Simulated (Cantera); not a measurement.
Mixture: CH4 : C2H6 : O2 : N2 = 1 : 0.13 : 5.46 : 20.5 (molar parts), equivalence ratio 0.45, at 1.30 bar, adiabatic and at constant pressure. Ignition delay is the time to a rise of 400 K.

Detailed kinetics in Cantera: GRI-Mech 3.0 (53 species, 325 reactions).

Task: What does this change do: constant volume in place of constant pressure?

Result: 
```
quantity                                                before       after
--------------------------------------------------  ----------  ----------
delay at 1150 K                                        5.93 ms     5.66 ms
delay at 1200 K                                        2.97 ms     2.82 ms
delay at 1250 K                                        1.62 ms     1.53 ms
delay at 1300 K                                       0.939 ms    0.886 ms
delay at 1350 K                                       0.572 ms    0.537 ms
delay at 1400 K                                       0.361 ms    0.338 ms
delay at 1450 K                                       0.236 ms    0.219 ms
apparent activation energy between 1350 and 1450 K  140 kJ/mol  150 kJ/mol
```

Task: What does this change do: pressure from 1.30 bar to 12.0 bar?

Result: 
```
quantity                                                before       after
--------------------------------------------------  ----------  ----------
delay at 1150 K                                        5.93 ms     1.92 ms
delay at 1200 K                                        2.97 ms    0.916 ms
delay at 1250 K                                        1.62 ms    0.470 ms
delay at 1300 K                                       0.939 ms    0.258 ms
delay at 1350 K                                       0.572 ms    0.151 ms
delay at 1400 K                                       0.361 ms     92.1 µs
delay at 1450 K                                       0.236 ms     58.7 µs
apparent activation energy between 1350 and 1450 K  140 kJ/mol  150 kJ/mol
```
The pressure lies above the range GRI-Mech 3.0 was tuned for (to about 10 atm).

Task: What does this change do: 0.12 parts H2 added?

Result: 
| quantity | before | after |
|---|---|---|
| delay at 1150 K | 5.93 ms | 3.84 ms |
| delay at 1200 K | 2.97 ms | 1.99 ms |
| delay at 1250 K | 1.62 ms | 1.12 ms |
| delay at 1300 K | 0.939 ms | 0.676 ms |
| delay at 1350 K | 0.572 ms | 0.427 ms |
| delay at 1400 K | 0.361 ms | 0.280 ms |
| delay at 1450 K | 0.236 ms | 0.189 ms |
| apparent activation energy between 1350 and 1450 K | 140 kJ/mol | 130 kJ/mol |
